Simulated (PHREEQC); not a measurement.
Model water analysis in mg/kgw, 20 °C, pH 3.1, pe 10.6:

```csv
constituent,mg/kgw
Na,2480
K,6.36
Ca,236
Mg,71.2
Cl,222
S(6) as SO4,5670
Cu(2),1.82
Al,6.46
Br,185
```

Cl is adjusted to close the charge balance.
Valence states are taken as typed.

All values are PHREEQC results (ion-association model, phreeqc.dat), not measurements.

Precipitation was switched off in this run.

**Question.** Order these Ca species by the share of Ca that they hold, largest first: CaHSO4+, CaSO4, Ca+2.

**Answer.** Ca+2 (54 %), CaSO4 (45 %), CaHSO4+ (0.30 %)

**Question.** Order these S species by the share of S that they hold, largest first: SO4-2, MgSO4, CaSO4, HSO4-, NaSO4-.

**Answer.** SO4-2 (78 %), NaSO4- (12 %), CaSO4 (4.5 %), MgSO4 (2.5 %), HSO4- (2.3 %)

The pH is 3.10 and the ionic strength 0.162 mol/kgw.
